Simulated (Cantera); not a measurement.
Input: 1 mol SiCl4, 0.21 mol Cl2, 12 mol N2, at 1523.15 K.

These are equilibrium values from Cantera (NASA tables, ideal gas, pure condensed phases), not measurements of a reactor. Candidate condensed phases: Si, Si3N4; 13 gas species. The tables' values for SiCl3 are old estimates; treat these amounts as uncertain. Rates play no part.

At 200000 Pa, list the 4 most abundant gas species with their mole fractions, and the condensed phases.

N2 0.906, SiCl4 0.0755, Cl2 0.0131, Cl 0.00551. Condensed: gas only.
